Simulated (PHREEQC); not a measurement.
0.081 g of hydrous ferric oxide (600 m²/g; 0.2 weak and 0.005 strong sites per Fe, Dzombak-Morel constants, diffuse double layer) in 1 kg of water with 0.01 mol/kgw of an inert sodium salt and 0.039 mmol/kgw NaF and 0.015 mmol/kgw NiCl2, at 25 °C; the pH is set by adding NaOH or the inert anion's acid. Oxygen is held at 0.21 atm. The system is closed to CO2. Precipitation was switched off in this run.

Equilibrium calculation in PHREEQC: ion-association model, wateq4f.dat.

| pH | F sorbed (%) | Ni sorbed (%) | surface charge σ (C/m²) | surface potential ψ (mV) |
|---|---|---|---|---|
| 3 | 75.5 | 0.0 | 0.275 | 195 |
| 3.5 | 80.0 | 0.0 | 0.231 | 188 |
| 4 | 77.3 | 0.0 | 0.182 | 176 |
| 4.5 | 69.2 | 0.0 | 0.136 | 161 |
| 5 | 56.4 | 0.2 | 0.097 | 144 |
| 5.5 | 40.5 | 1.1 | 0.068 | 126 |
| 6 | 25.0 | 6.5 | 0.046 | 106 |
| 6.5 | 13.0 | 21.1 | 0.030 | 85 |
| 7.5 | 2.3 | 75.5 | 0.010 | 40 |
| 8 | 0.9 | 95.7 | 0.003 | 14 |
| 8.5 | 0.3 | 99.5 | -0.003 | -13 |
| 9 | 0.1 | 99.9 | -0.010 | -40 |
| 9.5 | 0.0 | 100.0 | -0.020 | -66 |
| 10 | 0.0 | 100.0 | -0.034 | -92 |
| 10.5 | 0.0 | 100.0 | -0.055 | -115 |
| 11 | 0.0 | 100.0 | -0.087 | -136 |

Species that the database lacks are ignored. The oxide is taken as insoluble; below pH 4 it would dissolve.
